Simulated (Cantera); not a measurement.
An adiabatic, constant-pressure homogeneous reactor starts with CO : H2 : CH4 : O2 : N2 = 1 : 0.059 : 0.063 : 0.345 : 1.3 (molar parts), equivalence ratio 1.9, at 1823 K and 2.00 bar. Integrator tolerance rtol = 1e-08.

Cantera simulation using GRI-Mech 3.0 (53 species, 325 reactions); the numbers are that mechanism's predictions, not measurements.

Problem. What does this change do: initial temperature 1823 to 1698 K?

Solution. 
```csv
quantity,before,after
time of steepest temperature rise,14.7 µs,21.9 µs
temperature at 0.200 s,2954 K,2912 K
equilibrium temperature,2954 K,2912 K
x(CO) at 0.200 s,0.263 (gas-phase equilibrium 0.263),0.258 (gas-phase equilibrium 0.258)
x(H2) at 0.200 s,0.0119 (gas-phase equilibrium 0.0119),0.0117 (gas-phase equilibrium 0.0117)
x(CH4) at 0.200 s,<1e-12 (gas-phase equilibrium <1e-12),<1e-12 (gas-phase equilibrium <1e-12)
x(CH3) at 0.200 s,<1e-12 (gas-phase equilibrium <1e-12),<1e-12 (gas-phase equilibrium <1e-12)
x(CH2CO) at 0.200 s,<1e-12 (gas-phase equilibrium <1e-12),<1e-12 (gas-phase equilibrium <1e-12)
x(HCN) at 0.200 s,2.12e-8 (gas-phase equilibrium 2.12e-8),1.96e-8 (gas-phase equilibrium 1.96e-8)
```

Problem. What does this change do: 0.0077 parts C2H6 added?

Solution. 
| quantity | before | after |
|---|---|---|
| time of steepest temperature rise | 14.7 µs | 10.4 µs |
| temperature at 0.200 s | 2954 K | 2949 K |
| equilibrium temperature | 2954 K | 2949 K |
| x(CO) at 0.200 s | 0.263 (gas-phase equilibrium 0.263) | 0.271 (gas-phase equilibrium 0.271) |
| x(H2) at 0.200 s | 0.0119 (gas-phase equilibrium 0.0119) | 0.0144 (gas-phase equilibrium 0.0144) |
| x(CH4) at 0.200 s | <1e-12 (gas-phase equilibrium <1e-12) | <1e-12 (gas-phase equilibrium <1e-12) |
| x(CH3) at 0.200 s | <1e-12 (gas-phase equilibrium <1e-12) | <1e-12 (gas-phase equilibrium <1e-12) |
| x(CH2CO) at 0.200 s | <1e-12 (gas-phase equilibrium <1e-12) | <1e-12 (gas-phase equilibrium <1e-12) |
| x(HCN) at 0.200 s | 2.12e-8 (gas-phase equilibrium 2.12e-8) | 2.61e-8 (gas-phase equilibrium 2.61e-8) |
